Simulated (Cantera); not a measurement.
Charge: 1 mol CH3Cl, 0.58 mol HCl, equilibrated at 873 K and 0.130 bar.

Equilibrium computed with Cantera from the NASA thermochemical tables; the gas is ideal and each condensed phase is pure. Candidate condensed phases: C, C6H6, C7H8, C8H18; 91 gas species. Kinetics and transport are ignored.

Base state: HCl 0.617, H2 0.374, CH4 0.00818 (mole fractions); condensed: C(graphite).

What changes in the equilibrium state with this change: pressure from 0.130 bar to 0.00640 bar?


| species | before | after |
|---|---|---|
| HCl | 0.617 | 0.613 |
| H2 | 0.374 | 0.387 |
| CH4 | 0.00818 | 0.000430 |
| C(graphite), mol | 0.979 | 0.999 |

What changes in the equilibrium state with this change: CH3Cl replaced by CCl4?


| species | before | after |
|---|---|---|
| Cl2 | <1e-9 | 0.772 |
| HCl | 0.617 | 0.225 |
| CCl4 | <1e-9 | 0.00256 |
| H2 | 0.374 | <1e-9 |
| CH4 | 0.00818 | <1e-9 |
| Cl | <1e-9 | 0.000108 |
| C(graphite), mol | 0.979 | 0.993 |
Gases not in the tables: chlorinated aromatics.

What changes in the equilibrium state with this change: CH3Cl replaced by c-C4F8?


| species | before | after |
|---|---|---|
| CF4 | 0 | 0.736 |
| HCl | 0.617 | 0.153 |
| HF | 0 | 0.0687 |
| H2 | 0.374 | <1e-9 |
| Cl2 | <1e-9 | 0.0261 |
| CClF3 | 0 | 0.0154 |
| CH4 | 0.00818 | <1e-9 |
| CCl2F2 | 0 | 0.000497 |
| C(graphite), mol | 0.979 | 2.03 |
The feed counts by its element totals alone. Condensed phases not in the tables: fluorocarbon polymer. Gases not in the tables: C2F6 and larger saturated fluorocarbons.
